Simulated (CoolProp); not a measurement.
Model: reference Helmholtz-energy equation of state, Thol 2017, in CoolProp.

Q: Give the vapour pressure (bar), liquid density (kg/m³), liquid cp (kJ/(kg K)), vapour Z of saturated octamethyltrisiloxane (MDM) at 154.65, 197.15 °C.

A: 
```csv
T (°C),p (bar),liquid density (kg/m³),liquid cp (kJ/(kg K)),vapour Z
154.65,1.07,672,2.12,0.923
197.15,2.85,614,2.25,0.843
```
